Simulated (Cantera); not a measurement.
A closed system holds: 1 mol S, 0.6 mol H2O, at 1 atm.

Method: chemical equilibrium by Gibbs-energy minimisation in Cantera with the NASA 1993 tables (ideal gas, pure condensed phases). Candidate condensed phases: H2O, H2SO4, S; 19 gas species. The numbers say what is thermodynamically allowed, not how fast it happens.

Task: At 2300 K, list the 6 most abundant gas species with their mole fractions, and the condensed phases.

Result: S2 0.305, H2O 0.255, H2 0.203, SO2 0.0949, SO 0.0574, H2S 0.0327. Condensed: gas only.
